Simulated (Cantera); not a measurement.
A perfectly stirred reactor is fed with 2.70 % CH3OH, 0.897 % O2, 96.4 % N2, at 10500 Torr; it is held at 1600 K, and followed from long to short residence time.

Computed with Cantera and GRI-Mech 3.0 (53 species, 325 reactions). GRI-Mech 3.0 was tuned for natural gas; its chemistry of methanol as a main component is partial and can be far from experiment. The pressure lies above the range GRI-Mech 3.0 was tuned for (to about 10 atm).

Task: Predict: x(CH3OH) at τ = 2.00 s; x(O2) at τ = 2.00 s; x(CH2CO) at τ = 2.00 s; x(CO) at τ = 2.00 s; x(CH3OH) at τ = 28.0 ms; x(O2) at τ = 28.0 ms; x(CH2CO) at τ = 28.0 ms; x(NO) at τ = 28.0 ms; x(CO) at τ = 28.0 ms.

Result: 
```
Quantity                   Result
-----------------------  --------
x(CH3OH) at τ = 2.00 s    1.49e-6
x(O2) at τ = 2.00 s       1.10e-5
x(CH2CO) at τ = 2.00 s    1.22e-7
x(CO) at τ = 2.00 s        0.0212
x(CH3OH) at τ = 28.0 ms   1.74e-5
x(O2) at τ = 28.0 ms     0.000116
x(CH2CO) at τ = 28.0 ms   2.80e-7
x(NO) at τ = 28.0 ms      3.35e-9
x(CO) at τ = 28.0 ms       0.0227
```
